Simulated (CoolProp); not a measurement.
CHF3 (R23) at several states: Z from the reference equation and from simpler models built on Tc = 299.3 K, pc = 4.832 MPa, ω = 0.263; each cubic takes its own stable root.

Model: reference Helmholtz-energy equation of state, Penoncello 2003, in CoolProp.

```json
[
 {"T (K)": "327.2", "p (MPa)": "0.0269", "phase": "gas", "reference": "0.9985"},
 {"T (K)": "277.8", "p (MPa)": "0.479", "phase": "gas", "reference": "0.9520"},
 {"T (K)": "274.4", "p (MPa)": "19.7", "phase": "liquid", "reference": "0.5086"}
]
```

**Question.** How far does each simpler model (van der Waals, Soave-Redlich-Kwong, Peng-Robinson) lie from the reference over these 3 states: mean and median of the absolute difference, and the worst?

**Answer.** 
- van der Waals: mean 18.8 %, median 1.2 %, worst +55.2 % at 274.4 K and 19.7 MPa
- Soave-Redlich-Kwong: mean 5.5 %, median 0.4 %, worst +16.1 % at 274.4 K and 19.7 MPa
- Peng-Robinson: mean 1.2 %, median 0.1 %, worst +3.6 % at 274.4 K and 19.7 MPa
